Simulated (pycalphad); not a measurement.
All values are pycalphad results on the COST 507 light-alloy database (1999) (1 atm), not direct measurements. The data set is of 1999 and partly superseded.

# Sn-14.15Si (at.%): equilibrium cooling sequence

```json
[
 {"T (°C)": "1210.4", "phases above": "liquid", "phases below": "diamond (Si) + liquid"},
 {"T (°C)": "231.9", "phases above": "diamond (Si) + liquid", "phases below": "bct (Sn) + diamond (Si)"}
]
```

Changes were sought between steps of 50 K, so a narrower field can be missed.
